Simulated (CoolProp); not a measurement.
Properties of tetradecamethylhexasiloxane (MD4M) along the isotherm 620 K (Tc = 653.2 K, pc = 0.8286 MPa, ω = 0.800).

Model: reference Helmholtz-energy equation of state, Thol 2019, in CoolProp.

| p (MPa) | phase | density (kg/m³) | Joule-Thomson coefficient (K/MPa) | isothermal compressibility (1/MPa) | fugacity coefficient |
|---|---|---|---|---|---|
| 0.113 | gas | 10.82 | 14.45 | 9.547 | 0.9341 |
| 0.226 | gas | 23.60 | 16.60 | 5.282 | 0.8694 |
| 0.339 | gas | 39.54 | 19.98 | 4.074 | 0.8056 |
| 0.452 | gas | 61.53 | 26.56 | 3.913 | 0.7419 |
| 0.565 | liquid | 489.0 | 2.313 | 0.1259 | 0.6409 |
| 0.678 | liquid | 495.4 | 1.970 | 0.1072 | 0.5451 |
| 0.791 | liquid | 501.1 | 1.714 | 0.09363 | 0.4768 |
| 0.904 | liquid | 506.1 | 1.513 | 0.08331 | 0.4256 |
| 1.02 | liquid | 510.8 | 1.348 | 0.07498 | 0.3850 |
| 1.13 | liquid | 514.8 | 1.217 | 0.06857 | 0.3542 |
| 1.24 | liquid | 518.5 | 1.107 | 0.06323 | 0.3289 |
